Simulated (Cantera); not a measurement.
**Reactions in the system Cl-Fe-O**

Cantera with NASA thermochemical tables; ideal gases at 1 bar, condensed phases pure. Values are per mole of reaction as written; species without (g) are pure solids or liquids, kept so even where they would boil at 1 bar. FeO: taken at fixed stoichiometry.

O2(g) + 6 FeCl2 = 2 FeO + 4 FeCl3(g)

```json
[
 {"T (K)": "1023", "ΔH° (kJ)": "160.0", "ΔS° (J/K)": "192.5", "ΔG° (kJ)": "-36.9", "log10 K": "1.89"},
 {"T (K)": "1048", "ΔH° (kJ)": "155.1", "ΔS° (J/K)": "187.8", "ΔG° (kJ)": "-41.7", "log10 K": "2.08"},
 {"T (K)": "1073", "ΔH° (kJ)": "150.1", "ΔS° (J/K)": "183.1", "ΔG° (kJ)": "-46.3", "log10 K": "2.26"},
 {"T (K)": "1098", "ΔH° (kJ)": "145.2", "ΔS° (J/K)": "178.5", "ΔG° (kJ)": "-50.8", "log10 K": "2.42"},
 {"T (K)": "1123", "ΔH° (kJ)": "140.3", "ΔS° (J/K)": "174.1", "ΔG° (kJ)": "-55.3", "log10 K": "2.57"},
 {"T (K)": "1148", "ΔH° (kJ)": "135.4", "ΔS° (J/K)": "169.8", "ΔG° (kJ)": "-59.6", "log10 K": "2.71"}
]
```

3 FeO + Fe2Cl6(g) = 3 FeCl2 + Fe2O3

| T (K) | ΔH° (kJ) | ΔS° (J/K) | ΔG° (kJ) | log10 K |
|---|---|---|---|---|
| 1023 | -213.8 | -87.7 | -124.1 | 6.33 |
| 1048 | -211.4 | -85.5 | -121.9 | 6.08 |
| 1073 | -209.1 | -83.3 | -119.8 | 5.83 |
| 1098 | -206.8 | -81.2 | -117.7 | 5.60 |
| 1123 | -204.6 | -79.1 | -115.7 | 5.38 |
| 1148 | -202.4 | -77.2 | -113.8 | 5.18 |
